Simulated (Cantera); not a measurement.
Input (Python, Cantera) and output of one run.

```python
import numpy as np
import cantera as ct

gas_names = [...]  # 139 gases of nasa_gas.yaml made of C, H, N, O, Pb
cond_names = """
    C(gr) C6H6(L) C7H8(L) C8H18(L),n-octa H2O(s) H2O(L) Pb(cr) Pb(L) PbO(rd) PbO(yw) PbO(L) PbO2(s)
    Pb3O4(s)
""".split()


# ... load() reads the species with a 1 bar reference pressure and builds the phases ...
atoms = {
    'PbO': {'Pb': 1, 'O': 1},
    'CH4': {'C': 1, 'H': 4},
    'N2': {'N': 2},
}
top_T = {'C(gr)': 4500, 'Pb3O4(s)': 820}  # K; cautious upper limits of use, not melting points


# ... equilibrate(T, P, feed) seeds the gas with the atoms and calls Mixture.equilibrate('TP', solver="vcs", rtol=1e-11, max_steps=5000) ...
results = []
feed = {'PbO': 1, 'CH4': 2.1, 'N2': 0.17}  # mol
P = 1000  # Pa
for T in [1800, 1850, 1900, 1950, 2000, 2050, 2100, 2150, 2200, 2250, 2300, 2350]:
    mix = equilibrate(T, P, feed)
    results.append((T, P, feed, dict(zip(mix.species_names, mix.species_moles))))

top = {s: max(r[3][s] / sum(r[3][g] for g in gas_names) for r in results) for s in gas_names}
cols = sorted((s for s in top if top[s] > 1e-05), key=lambda s: -top[s])[:5]
seen = [c for c in cond_names if any(r[3].get(c, 0) > 1e-12 for r in results)]
print("log10 of partial pressures in bar; condensed amounts in mol")
print(f"{'T/K':>10s}" + "".join(f"{s[:9]:>10s}" for s in cols + seen))
for T, P, feed, n in results:
    ng = sum(n[g] for g in gas_names)
    print(f"{T:10.4g}" + "".join(f"{np.log10(max(n[s] / ng * P / 1e5, 1e-99)):10.3f}" for s in cols)
          + "".join(f"{n.get(c, 0):10.4g}" for c in seen))
```

Result:

```
log10 of partial pressures in bar; condensed amounts in mol
       T/K        H2        CO        Pb         H        N2     C(gr)
      1800    -2.183    -2.805    -2.805    -4.537    -3.581     1.093
      1850    -2.184    -2.805    -2.805    -4.361    -3.583     1.091
      1900    -2.185    -2.806    -2.806    -4.193    -3.586     1.088
      1950    -2.187    -2.806    -2.806    -4.034    -3.589     1.085
      2000    -2.189    -2.807    -2.807    -3.883    -3.593     1.081
      2050    -2.192    -2.808    -2.808    -3.740    -3.598     1.076
      2100    -2.196    -2.810    -2.810    -3.605    -3.604     1.069
      2150    -2.202    -2.811    -2.811    -3.476    -3.610     1.062
      2200    -2.208    -2.814    -2.814    -3.353    -3.618     1.053
      2250    -2.217    -2.817    -2.817    -3.238    -3.627     1.043
      2300    -2.227    -2.821    -2.821    -3.128    -3.637     1.031
      2350    -2.241    -2.825    -2.825    -3.024    -3.649     1.017
```

These are equilibrium values from Cantera (NASA tables, ideal gas, pure condensed phases), not measurements of a reactor.
